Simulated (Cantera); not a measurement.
A closed system holds: 1 mol SiHCl3, 11 mol H2, held at 140 Pa.

These are equilibrium values from Cantera (NASA tables, ideal gas, pure condensed phases), not measurements of a reactor. Candidate condensed phases: Si; 19 gas species. The tables' values for SiCl3 are old estimates; treat these amounts as uncertain. Equilibrium is a limit: real reactors are often held back by kinetics, nucleation or transport. All values below are at 1100 K.

Base state: H2 0.865, HCl 0.0864, SiCl4 0.0224, SiCl2 0.0176, SiCl3 0.00532, SiHCl3 0.00331, SiH2Cl2 5.87e-5 (mole fractions); condensed: Si(s).

Task: What changes in the equilibrium state with this change: pressure from 140 Pa to 130000 Pa?

Result: 
```json
[
 {"species": "H2", "before": "0.865", "after": "0.917"},
 {"species": "SiCl4", "before": "0.0224", "after": "0.0347"},
 {"species": "SiHCl3", "before": "0.00331", "after": "0.0261"},
 {"species": "HCl", "before": "0.0864", "after": "0.0180"},
 {"species": "SiCl2", "before": "0.0176", "after": "0.000717"},
 {"species": "SiH3Cl", "before": "2.75e-7", "after": "5.63e-5"},
 {"species": "SiH2Cl2", "before": "5.87e-5", "after": "0.00236"},
 {"species": "SiCl3", "before": "0.00532", "after": "0.00134"},
 {"species": "Si(s), mol", "before": "0.384", "after": "0.202"}
]
```
